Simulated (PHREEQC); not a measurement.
Solution (5 °C): 0.0091 mol NaHSO4 and 0.00029 mol Na2B4O7 per kg of water. Closed to the air; pH follows from the charge balance.

All values are PHREEQC results (ion-association model, phreeqc.dat), not measurements.

No solid was allowed to form.

### Question
Order these S species by the share of S that they hold, largest first: HSO4-, SO4-2, NaSO4-.

### Answer
SO4-2 (78 %), HSO4- (20 %), NaSO4- (1.9 %)

The pH is 2.23 and the ionic strength 0.0233 mol/kgw. Complexes and solids missing from the database can't appear. Away from 25 °C the constants follow the database's enthalpies or fits; those with neither stay at their 25 °C values.
